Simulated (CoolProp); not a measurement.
A Linde-Hampson liquefier for ethane: isothermal reversible compression at 320 K from 1 atm to 20 MPa, throttling to 1 atm, return gas leaving the recuperator 0 K below the feed. Each further row changes one setting.

Model: reference Helmholtz-energy equation of state, Bücker 2006, in CoolProp.

| case | liquid yield per pass | compression work (kJ/kg of gas) |
|---|---|---|
| as stated | (withheld) | 366 |
| high pressure 40 MPa | (withheld) | (withheld) |
| warm-end temperature 350 K | 0.381 | (withheld) |
| warm-end gap 5 K | (withheld) | 366 |

Fill in the missing entries.


- as stated, liquid yield per pass: 0.465
- high pressure 40 MPa, liquid yield per pass: 0.461
- high pressure 40 MPa, compression work (kJ/kg of gas): 414
- warm-end temperature 350 K, compression work (kJ/kg of gas): 429
- warm-end gap 5 K, liquid yield per pass: 0.458
